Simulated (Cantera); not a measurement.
Si2H6 + O2 (silicon oxide and oxynitride deposition)

Input: 1 mol Si2H6, 20 mol O2, held at 0.0100 bar.

Cantera equilibrium calculation (NASA polynomials, part measured and part estimated; ideal gas, pure solids and liquids). Candidate condensed phases: H2O, Si, SiO2; 18 gas species. The feed counts by its element totals alone. The tables hold silica as quartz up to 1696 K and as liquid above; real silica turns to tridymite and cristobalite and melts near 1996 K. Rates play no part.

At 800 K the condensed part is SiO2(α-quartz). From 875 K to 1250 K the condensed part is SiO2(β-quartz).

| T (K) | log p O2 | log p H2O | log p OH | log p O | log p H2 | log p HO2 | log p H | n SiO2(α-quartz) | n SiO2(β-quartz) |
|---|---|---|---|---|---|---|---|---|---|
| 800 | -2.07 | -2.81 | -10.31 | <-14 | <-14 | -12.72 | <-14 | 2.00 | 0 |
| 875 | -2.07 | -2.81 | -9.41 | -12.72 | -13.68 | -11.97 | <-14 | 0 | 2.00 |
| 950 | -2.07 | -2.81 | -8.64 | -11.53 | -12.52 | -11.35 | <-14 | 0 | 2.00 |
| 1025 | -2.07 | -2.81 | -7.99 | -10.52 | -11.52 | -10.81 | <-14 | 0 | 2.00 |
| 1100 | -2.07 | -2.81 | -7.42 | -9.64 | -10.66 | -10.35 | -12.92 | 0 | 2.00 |
| 1175 | -2.07 | -2.81 | -6.93 | -8.87 | -9.90 | -9.95 | -11.86 | 0 | 2.00 |
| 1250 | -2.07 | -2.81 | -6.50 | -8.20 | -9.24 | -9.59 | -10.94 | 0 | 2.00 |
log p: log10 of the partial pressure in bar; n: condensed amount in mol.
